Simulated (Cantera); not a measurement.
What does this Cantera script print?

```python
import numpy as np
import cantera as ct

gas = ct.Solution("gri30.yaml")


def delay(T, t_max=10):
    gas.TPX = T, 160000, {'CH3OH': 1, 'O2': 1.15, 'N2': 4.34}
    reactor = ct.IdealGasConstPressureReactor(gas, clone=False)
    net = ct.ReactorNet([reactor])
    net.rtol, net.atol = 1e-8, 1e-16
    while net.time < t_max:
        t_old, T_old = net.time, reactor.T
        net.step()
        if reactor.T > T + 400:  # ignition: a rise of 400 K
            return t_old + (T + 400 - T_old) / (reactor.T - T_old) * (net.time - t_old)
    return np.nan


taus = []
for T in [1048, 1098, 1148, 1198, 1248, 1298, 1348, 1398, 1448]:
    taus.append(delay(T))
    print(f"T0 = {T:6g} K   tau = {taus[-1]:.4e} s")
```

It prints:

```
T0 =   1048 K   tau = 1.0883e-01 s
T0 =   1098 K   tau = 3.8160e-02 s
T0 =   1148 K   tau = 1.4707e-02 s
T0 =   1198 K   tau = 6.1667e-03 s
T0 =   1248 K   tau = 2.7906e-03 s
T0 =   1298 K   tau = 1.3538e-03 s
T0 =   1348 K   tau = 7.0029e-04 s
T0 =   1398 K   tau = 3.8436e-04 s
T0 =   1448 K   tau = 2.2278e-04 s
```

Detailed kinetics in Cantera: GRI-Mech 3.0 (53 species, 325 reactions). GRI-Mech 3.0 was tuned for natural gas; its chemistry of methanol as a main component is partial and can be far from experiment.
